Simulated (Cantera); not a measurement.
An adiabatic, constant-pressure homogeneous reactor starts with CH₄ : CO : O₂ : N₂ = 1 : 1.2 : 2.36 : 8.89 (molar parts), at 1798 K and 435 Torr. Integrator tolerance rtol = 1e-08.

Cantera simulation using GRI-Mech 3.0 (53 species, 325 reactions); the numbers are that mechanism's predictions, not measurements.

```csv
quantity,before,after
time of steepest temperature rise,0.191 ms,0.233 ms
temperature at 0.500 s,2799 K,2564 K
equilibrium temperature,2799 K,2564 K
x(CH₄) at 0.500 s,<1e-12 (gas-phase equilibrium <1e-12),9.60e-12 (gas-phase equilibrium 1.07e-11)
x(CO) at 0.500 s,0.0891 (gas-phase equilibrium 0.0891),0.194 (gas-phase equilibrium 0.194)
x(O₂) at 0.500 s,0.0240 (gas-phase equilibrium 0.0240),3.36e-5 (gas-phase equilibrium 3.36e-5)
x(C₂H) at 0.500 s,<1e-12 (gas-phase equilibrium <1e-12),<1e-12 (gas-phase equilibrium <1e-12)
x(O) at 0.500 s,0.0111 (gas-phase equilibrium 0.0111),0.000151 (gas-phase equilibrium 0.000151)
x(H) at 0.500 s,0.0151 (gas-phase equilibrium 0.0151),0.0185 (gas-phase equilibrium 0.0185)
```

Task: Which change was made?
A) CO 1.2 to 3.1 parts
B) constant volume in place of constant pressure
C) CH4 1 to 2.6 parts
D) initial temperature 1798 to 1175 K

Result: C, CH4 1 to 2.6 parts
